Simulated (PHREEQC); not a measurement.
0.97 g of hydrous ferric oxide (600 m²/g; 0.2 weak and 0.005 strong sites per Fe, Dzombak-Morel constants, diffuse double layer) in 1 kg of water with 0.005 mol/kgw of an inert sodium salt and 8.9e-06 mol NaH2PO4, at 25 °C; the pH is set by adding NaOH or the inert anion's acid. O2 is buffered at 0.21 atm. CO2 from the air is kept out. Nothing may precipitate in this run.

All values are PHREEQC results (ion-association model, wateq4f.dat), not measurements.

Problem. Predict surface charge σ (C/m²), surface potential ψ (mV) at pH = 3, 6.33, 10.33.

Solution. 
| pH | surface charge σ (C/m²) | surface potential ψ (mV) |
|---|---|---|
| 3 | 0.306 | 212 |
| 6.33 | 0.027 | 97 |
| 10.33 | -0.043 | -119 |

H3PO4, which wateq4f.dat lacks, is added to it with the constant of phreeqc.dat. The oxide is taken as insoluble; below pH 4 it would dissolve.
